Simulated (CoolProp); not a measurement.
R404A along the isobar 3460 kPa: fugacity coefficient from the reference equation and from simpler models built on Tc = 72.1 °C, pc = 3735 kPa, ω = 0.293; each cubic takes its own stable root.

The numbers come from the reference Helmholtz-energy equation of state, Lemmon 2003 in CoolProp. It is a pseudo-pure fit of the blend.

```
T (°C)   phase  reference
------  ------  ---------
-16.95  liquid     0.1001
-9.05   liquid     0.1291
-1.15   liquid     0.1632
6.75    liquid     0.2025
14.65   liquid     0.2470
22.55   liquid     0.2967
30.55   liquid     0.3521
38.45   liquid     0.4112
```

Task: How far does each simpler model (Soave-Redlich-Kwong, Peng-Robinson) lie from the reference over these 8 states: mean and median of the absolute difference, and the worst?

Result: 
- Soave-Redlich-Kwong: mean 4.2 %, median 4.4 %, worst +4.8 % at 30.55 °C and 3460 kPa
- Peng-Robinson: mean 0.8 %, median 0.9 %, worst +1.2 % at 30.55 °C and 3460 kPa
